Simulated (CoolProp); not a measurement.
Sulfur dioxide along the isotherm 525 K: density (kg/m³) from the reference equation and from simpler models built on Tc = 430.6 K, pc = 7887 kPa, ω = 0.256; each cubic takes its own stable root.

Values from CoolProp's reference Helmholtz-energy equation of state, Gao 2016.

```json
[
 {"p (kPa)": "111", "phase": "gas", "reference": "1.633", "ideal gas": "1.629", "Redlich-Kwong": "1.633", "Soave-Redlich-Kwong": "1.633"},
 {"p (kPa)": "162", "phase": "gas", "reference": "2.386", "ideal gas": "2.378", "Redlich-Kwong": "2.387", "Soave-Redlich-Kwong": "2.386"},
 {"p (kPa)": "238", "phase": "gas", "reference": "3.511", "ideal gas": "3.493", "Redlich-Kwong": "3.513", "Soave-Redlich-Kwong": "3.511"},
 {"p (kPa)": "350", "phase": "gas", "reference": "5.176", "ideal gas": "5.137", "Redlich-Kwong": "5.180", "Soave-Redlich-Kwong": "5.175"},
 {"p (kPa)": "514", "phase": "gas", "reference": "7.629", "ideal gas": "7.544", "Redlich-Kwong": "7.638", "Soave-Redlich-Kwong": "7.627"},
 {"p (kPa)": "754", "phase": "gas", "reference": "11.25", "ideal gas": "11.07", "Redlich-Kwong": "11.27", "Soave-Redlich-Kwong": "11.25"},
 {"p (kPa)": "1110", "phase": "gas", "reference": "16.69", "ideal gas": "16.29", "Redlich-Kwong": "16.74", "Soave-Redlich-Kwong": "16.68"},
 {"p (kPa)": "1620", "phase": "gas", "reference": "24.65", "ideal gas": "23.78", "Redlich-Kwong": "24.75", "Soave-Redlich-Kwong": "24.62"},
 {"p (kPa)": "2380", "phase": "gas", "reference": "36.86", "ideal gas": "34.93", "Redlich-Kwong": "37.09", "Soave-Redlich-Kwong": "36.80"},
 {"p (kPa)": "3500", "phase": "gas", "reference": "55.70", "ideal gas": "51.37", "Redlich-Kwong": "56.24", "Soave-Redlich-Kwong": "55.53"},
 {"p (kPa)": "5140", "phase": "gas", "reference": "85.31", "ideal gas": "75.44", "Redlich-Kwong": "86.60", "Soave-Redlich-Kwong": "84.83"},
 {"p (kPa)": "7540", "phase": "gas", "reference": "133.7", "ideal gas": "110.7", "Redlich-Kwong": "137.1", "Soave-Redlich-Kwong": "132.2"},
 {"p (kPa)": "11100", "phase": "supercritical", "reference": "219.5", "ideal gas": "162.9", "Redlich-Kwong": "228.8", "Soave-Redlich-Kwong": "213.5"},
 {"p (kPa)": "16200", "phase": "supercritical", "reference": "375.4", "ideal gas": "237.8", "Redlich-Kwong": "392.5", "Soave-Redlich-Kwong": "348.3"},
 {"p (kPa)": "23800", "phase": "supercritical", "reference": "606.2", "ideal gas": "349.3", "Redlich-Kwong": "589.0", "Soave-Redlich-Kwong": "528.7"},
 {"p (kPa)": "35000", "phase": "supercritical", "reference": "789.6", "ideal gas": "513.7", "Redlich-Kwong": "743.4", "Soave-Redlich-Kwong": "692.6"}
]
```
